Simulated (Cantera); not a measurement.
Input: 1 mol SiC, 0.0068 mol O2, 9 mol N2, held at 2125 K and 14.0 Pa.

Cantera equilibrium calculation (NASA polynomials, part measured and part estimated; ideal gas, pure solids and liquids). Candidate condensed phases: C, Si, SiC, SiO2, Si2N2O, Si3N4; 34 gas species. The tables' values for SiN are old estimates; treat these amounts as uncertain. Equilibrium is a limit: real reactors are often held back by kinetics, nucleation or transport.

### Question
What is the equilibrium state?

### Answer
* **x(N2)**: 0.902
* **x(Si)**: 0.0871
* **x(SiC2)**: 0.00622
* **x(Si2C)**: 0.00324
* **x(CO)**: 0.00135
* **x(CN)**: 0.000210
* **x(SiN)**: 0.000192
* **x(Si2)**: 8.41e-5
* **x(Si2N)**: 1.59e-5
* **n(C(graphite))**: 0.828 mol
* **gas amount**: 9.980 mol
* **log10 activity of Si(l) (absent)**: -1.15
